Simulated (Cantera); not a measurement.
Feed: 1 mol Fe, 0.015 mol H2S, 14 mol CO, held at 1.05 Torr.

These are equilibrium values from Cantera (NASA tables, ideal gas, pure condensed phases), not measurements of a reactor. Candidate condensed phases: C, C6H6, C7H8, C8H18, Fe, Fe(CO)5, FeO, Fe(OH)2, Fe(OH)3, FeS, FeSO4, FeS2, Fe2O3, Fe2(SO4)3, Fe3O4, H2O, H2SO4, S; 127 gas species. Kinetics and transport are ignored.

Task: Which condensed phases are stable at each of these points (T (K)): 1675, 1700, 1725, 1750, 1775, 1800, 1825, 1850, 1875, 1900, 1925, 1950?

Result: 
| T (K) | condensed phases | Fe condensed (%) |
|---|---|---|
| 1675 | Fe(δ) | 95.8 |
| 1700 | Fe(δ) | 93.7 |
| 1725 | Fe(δ) | 90.5 |
| 1750 | Fe(δ) | 85.9 |
| 1775 | Fe(δ) | 79.3 |
| 1800 | Fe(δ) | 69.8 |
| 1825 | Fe(l) | 56.8 |
| 1850 | Fe(l) | 38.8 |
| 1875 | Fe(l) | 13.7 |
| 1900 | gas only | 0.0 |
| 1925 | gas only | 0.0 |
| 1950 | gas only | 0.0 |

From 1675 K to 1800 K the condensed part is Fe(δ). From 1825 K to 1875 K the condensed part is Fe(l). From 1900 K to 1950 K nothing is condensed.
